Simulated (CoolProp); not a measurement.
A single-stage vapour-compression cycle with R407C: evaporating at 301.15 K (dew point), condensing at 336.15 K (bubble point), superheat 2 K, subcooling 0 K, compressor efficiency 0.65, no pressure losses. Each further row changes one setting.

Model: reference Helmholtz-energy equation of state, Lemmon 2003, in CoolProp. It is a pseudo-pure fit of the blend.

```tsv
case	cooling COP	pressure ratio	discharge temperature (K)	refrigerating effect (kJ/kg)	volumetric capacity (kJ/m³)
as stated	3.46	2.66	361.2	123	5780
evaporating temperature 306.15 K	4.14	2.31	358.5	…	6790
condensing temperature 331.15 K	4.19	…	354.5	132	6230
subcooling 5 K	3.74	2.66	361.2	132	6250
superheat 12 K	3.51	2.66	…	134	5900
compressor efficiency 0.55	2.93	2.66	…	123	5780
```

### Question
Complete the blanks.

### Answer

- evaporating temperature 306.15 K, refrigerating effect (kJ/kg): 124
- condensing temperature 331.15 K, pressure ratio: 2.39
- superheat 12 K, discharge temperature (K): 371.7
- compressor efficiency 0.55, discharge temperature (K): 366.0
